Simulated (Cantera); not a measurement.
**Low-pressure radical oxidation in H2/O2**

A perfectly stirred reactor is fed with H2 : O2 = 0.052 : 1 (molar parts), equivalence ratio 0.026, at 0.0133 bar; it is held at 1250 K, and followed from long to short residence time.

Model: GRI-Mech 3.0 (53 species, 325 reactions), integrated in Cantera. Radical loss at walls, strong at low pressure, is not modelled. The temperature is held fixed by assumption; the heat of reaction is taken as removed at once.

| τ (s) | x H2 | x O2 | x HO2 | x H | x H2O |
|---|---|---|---|---|---|
| 7.0 | 4.96e-5 | 0.948 | 6.46e-7 | 4.10e-5 | 0.0502 |
| 3.5 | 7.62e-5 | 0.947 | 8.55e-7 | 8.10e-5 | 0.0500 |
| 1.8 | 0.000114 | 0.946 | 1.09e-6 | 0.000154 | 0.0498 |
| 0.91 | 0.000173 | 0.945 | 1.37e-6 | 0.000294 | 0.0495 |
| 0.46 | 0.000258 | 0.942 | 1.68e-6 | 0.000550 | 0.0491 |
| 0.23 | 0.000383 | 0.939 | 1.99e-6 | 0.00100 | 0.0484 |
| 0.12 | 0.000549 | 0.935 | 2.28e-6 | 0.00168 | 0.0476 |
| 0.060 | 0.000793 | 0.930 | 2.55e-6 | 0.00272 | 0.0464 |
| 0.031 | 0.00112 | 0.925 | 2.76e-6 | 0.00395 | 0.0451 |
| 0.016 | 0.00160 | 0.921 | 2.93e-6 | 0.00526 | 0.0435 |
| 0.0079 | 0.00244 | 0.918 | 3.08e-6 | 0.00656 | 0.0417 |
x: mole fraction; the columns are a selection and need not sum to one.
